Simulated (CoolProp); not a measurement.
The numbers come from the reference Helmholtz-energy equation of state, Lemmon 2006 in CoolProp. It is a short technical equation, of lower accuracy than the large ones.

Give the vapour pressure (MPa), liquid density (kg/m³), vapour density (kg/m³), enthalpy of vaporisation (kJ/kg) of saturated hydrogen sulfide at 293.4, 310.6, 327.8 K.


```csv
T (K),p (MPa),liquid density (kg/m³),vapour density (kg/m³),enthalpy of vaporisation (kJ/kg)
293.4,1.79,787,30.1,426
310.6,2.70,743,45.9,388
327.8,3.91,691,69.0,341
```
